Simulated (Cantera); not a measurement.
Input: 1 mol Si₂H₆, 4 mol N₂, at 1650 K and 0.00130 bar.

Method: chemical equilibrium by Gibbs-energy minimisation in Cantera with the NASA 1993 tables (ideal gas, pure condensed phases). Candidate condensed phases: Si, Si₃N₄; 18 gas species. The feed counts by its element totals alone. Mutual solubility and eutectic melting of coexisting phases are not modelled. Kinetics and transport are ignored.

Base state: N₂ 0.530, H₂ 0.468, H 0.00172, Si 0.000206 (mole fractions); condensed: Si(s) + Si₃N₄(s).

What changes in the equilibrium state with this change: pressure from 0.00130 bar to 0.570 bar?


```csv
species,before,after
H₂,0.468,0.529
N₂,0.530,0.471
H,0.00172,8.75e-5
Si,0.000206,8.82e-9
"Si(s), mol",1.09,0
"Si₃N₄(s), mol",0.302,0.667
```
